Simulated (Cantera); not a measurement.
## Premixed flame

A freely propagating, adiabatic, planar premixed flame of H2 : O2 : N2 = 1.3 : 0.943 : 3.55 (molar parts), unburnt at 325 K and 0.280 bar; mixture-averaged transport, grid criteria slope 0.08 and curve 0.16, no radiation.

Detailed kinetics in Cantera: the H2/O2 subset of GRI-Mech 3.0, which has no nitrogen chemistry. Burning velocities carry a grid error of a few per cent, more on coarse grids. Lean hydrogen flames are cellular in practice and burn faster than this planar one.

```json
[
 {"z (mm)": "-5.29", "T (K)": "325", "u (m/s)": "1.56", "x H2": "0.224", "x O2": "0.163", "x H": "<1e-8", "x OH": "<1e-8", "x HO2": "<1e-8", "x H2O2": "<1e-8"},
 {"z (mm)": "-3.52", "T (K)": "325", "u (m/s)": "1.56", "x H2": "0.224", "x O2": "0.163", "x H": "<1e-8", "x OH": "<1e-8", "x HO2": "<1e-8", "x H2O2": "<1e-8"},
 {"z (mm)": "-2.64", "T (K)": "325", "u (m/s)": "1.56", "x H2": "0.224", "x O2": "0.163", "x H": "<1e-8", "x OH": "<1e-8", "x HO2": "<1e-8", "x H2O2": "<1e-8"},
 {"z (mm)": "-1.76", "T (K)": "325", "u (m/s)": "1.56", "x H2": "0.224", "x O2": "0.163", "x H": "<1e-8", "x OH": "<1e-8", "x HO2": "8.94e-8", "x H2O2": "1.29e-8"},
 {"z (mm)": "-0.881", "T (K)": "342", "u (m/s)": "1.62", "x H2": "0.213", "x O2": "0.165", "x H": "1.90e-6", "x OH": "6.47e-6", "x HO2": "5.57e-5", "x H2O2": "9.09e-6"},
 {"z (mm)": "-0.441", "T (K)": "585", "u (m/s)": "2.69", "x H2": "0.174", "x O2": "0.162", "x H": "0.00203", "x OH": "0.000710", "x HO2": "0.000138", "x H2O2": "4.94e-5"},
 {"z (mm)": "0", "T (K)": "986", "u (m/s)": "4.42", "x H2": "0.103", "x O2": "0.134", "x H": "0.0159", "x OH": "0.00144", "x HO2": "4.85e-5", "x H2O2": "3.88e-6"},
 {"z (mm)": "0.441", "T (K)": "1273", "u (m/s)": "5.65", "x H2": "0.0401", "x O2": "0.0896", "x H": "0.0284", "x OH": "0.00491", "x HO2": "2.51e-5", "x H2O2": "2.43e-6"},
 {"z (mm)": "0.881", "T (K)": "1426", "u (m/s)": "6.31", "x H2": "0.0204", "x O2": "0.0705", "x H": "0.0273", "x OH": "0.00754", "x HO2": "1.67e-5", "x H2O2": "1.74e-6"},
 {"z (mm)": "1.76", "T (K)": "1577", "u (m/s)": "6.93", "x H2": "0.0156", "x O2": "0.0640", "x H": "0.0193", "x OH": "0.00966", "x HO2": "1.19e-5", "x H2O2": "8.88e-7"},
 {"z (mm)": "3.52", "T (K)": "1716", "u (m/s)": "7.47", "x H2": "0.0125", "x O2": "0.0610", "x H": "0.0112", "x OH": "0.0107", "x HO2": "8.46e-6", "x H2O2": "4.30e-7"},
 {"z (mm)": "7.05", "T (K)": "1831", "u (m/s)": "7.92", "x H2": "0.00858", "x O2": "0.0590", "x H": "0.00537", "x OH": "0.0102", "x HO2": "5.54e-6", "x H2O2": "2.30e-7"},
 {"z (mm)": "14.1", "T (K)": "1914", "u (m/s)": "8.23", "x H2": "0.00487", "x O2": "0.0579", "x H": "0.00206", "x OH": "0.00849", "x HO2": "3.29e-6", "x H2O2": "1.36e-7"}
]
```
x: mole fraction of selected species; z is measured from the peak of heat release.

The laminar burning velocity is 156 cm/s. The thermal thickness is 1.76 mm, the peak x(H) is 0.0291 and the peak x(OH) is 0.0107. The peak x(HO2) is 0.000206 and the peak x(H2O2) is 5.44e-5.
